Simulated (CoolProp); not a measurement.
R142b at 391.64 K and 10.8 MPa is throttled through a valve to 3.63 MPa with no heat exchange. Each further row changes one setting.

The numbers come from the reference Helmholtz-energy equation of state, Lemmon 2006 in CoolProp. It is a short technical equation, of lower accuracy than the large ones.

```tsv
case	temperature change (K)	final phase	final density (kg/m³)
as stated	-4.1	liquid	825
outlet pressure 1.09 MPa	-49.2	two-phase, vapour fraction 0.424	107
outlet pressure 4.72 MPa	-3.0	liquid	841
```
